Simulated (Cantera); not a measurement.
# Stirred combustor or abatement burner

A perfectly stirred reactor is fed with 5.52 % CH4, 7.05 % H2, 20.8 % O2, 64.5 % N2, 2.16 % H2O, at 10.0 bar; it is adiabatic with a 823 K inlet, and is followed from long to short residence time, starting on the burning branch (τ in s: 0.27, 0.065, 0.016, 0.0038, 0.00091, 0.00022, 5.2e-05, 1.3e-05, 3e-06).

Computed with Cantera and GRI-Mech 3.0 (53 species, 325 reactions).

```
τ (s)    T (K)     x CH4      x H2    x O2     x CO   x CO2     x C2H       x H
-------  -----  --------  --------  ------  -------  ------  --------  --------
0.27      2393   5.12e-8  0.000927  0.0595  0.00148  0.0556    <1e-12  0.000149
0.065     2394   2.10e-7  0.000934  0.0599  0.00149  0.0556    <1e-12  0.000151
0.016     2398   8.31e-7  0.000955  0.0610  0.00154  0.0555    <1e-12  0.000157
0.0038    2402   3.34e-6   0.00101  0.0626  0.00167  0.0554  1.20e-12  0.000171
0.00091   2400   1.29e-5   0.00118  0.0637  0.00210  0.0549  1.71e-11  0.000210
0.00022   2381   4.51e-5   0.00176  0.0646  0.00350  0.0534  1.72e-10  0.000356
5.2e-5    2325  0.000139   0.00339  0.0667  0.00729  0.0492  9.81e-10  0.000901
1.3e-5    2217  0.000419   0.00666  0.0716   0.0147  0.0409   3.70e-9   0.00233
3.0e-6    1993   0.00243    0.0152  0.0891   0.0301  0.0219   2.11e-8   0.00410
```
x: mole fraction; the columns are a selection and need not sum to one.
